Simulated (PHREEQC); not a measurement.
4.9 g of hydrous ferric oxide (600 m²/g; 0.2 weak and 0.005 strong sites per Fe, Dzombak-Morel constants, diffuse double layer) in 1 kg of water with 0.001 mol/kgw of an inert sodium salt, at 25 °C; the pH is set by adding NaOH or the inert anion's acid. Oxygen is held at 0.21 atm. The system is closed to CO2. Nothing may precipitate in this run.

Base run: PHREEQC, ion-association model, wateq4f.dat. Each further column changes one thing. The table gives surface charge σ (C/m²).

| pH | base | oxide from 4.9 to 24 g/kgw | 0.026 mol/kgw NaH2PO4 added |
|---|---|---|---|
| 3 | 0.306 | 0.348 | 0.008 |
| 3.67 | 0.213 | 0.293 | 0.006 |
| 4.33 | 0.125 | ? | ? |
| 5 | 0.065 | ? | -0.008 |
| 5.67 | 0.031 | 0.050 | -0.019 |
| 6.33 | 0.014 | 0.020 | -0.035 |
| 7 | 0.006 | 0.007 | -0.056 |
| 7.67 | 0.002 | 0.002 | -0.082 |
| 8.33 | -0.001 | -0.001 | -0.098 |
| 9 | -0.005 | -0.005 | -0.113 |
| 9.67 | -0.011 | -0.015 | -0.133 |
| 10.33 | -0.026 | -0.038 | -0.156 |
| 11 | -0.063 | -0.092 | ? |

Q: Complete the blanks.

A: 
- 4.33, oxide from 4.9 to 24 g/kgw: 0.201
- 4.33, 0.026 mol/kgw NaH2PO4 added: 0.000
- 5, oxide from 4.9 to 24 g/kgw: 0.110
- 11, 0.026 mol/kgw NaH2PO4 added: -0.199

The oxide is taken as insoluble; below pH 4 it would dissolve. H3PO4, which wateq4f.dat lacks, is added to it with the constant of phreeqc.dat.
